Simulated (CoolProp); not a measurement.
Vapour-liquid equilibrium of acetone (1) + benzene (2) at 1.4 MPa; x and y are mole fractions of (1).

Model: multi-fluid Helmholtz-energy mixture model, Lemmon 2006 and Thol 2012; pair parameters Bell 2016, in CoolProp.

### Question
Give the bubble temperature and the first vapour's composition at x = 0.25, 0.45, 0.75. Is there an azeotrope?

### Answer
x = 0.25: 183.5 °C, y = 0.368; x = 0.45: 175.4 °C, y = 0.571; x = 0.75: 166.4 °C, y = 0.816. No azeotrope shows between x = 0.05 and 0.95.

The pair parameters rest on a limited set of measurements; away from them the model extrapolates.
